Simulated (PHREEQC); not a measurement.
Dissolve 0.067 mol HNO3, 0.09 mol AlCl3 and 0.00053 mol MgCl2 per kg of water at 85 °C. Closed to the air; pH follows from the charge balance.

Model: ion-association model, wateq4f.dat, run in PHREEQC.

- pH = 1.31
- ionic strength = 0.608 mol/kgw
- activity of water = 0.992
- total alkalinity = -67.0 meq/kg

```tsv
species	molality	activity	log γ
Cl-	0.271	0.162	-0.225
Al+3	0.0898	0.00566	-1.200
H+	0.0672	0.0494	-0.133
NO3-	0.0670	0.0376	-0.251
Mg+2	0.000530	0.000129	-0.613
AlOH+2	0.000202	3.65e-5	-0.743
Al(OH)2+	3.56e-7	2.32e-7	-0.186
```

Precipitation was switched off in this run. Away from 25 °C the constants follow the database's enthalpies or fits; those with neither stay at their 25 °C values.
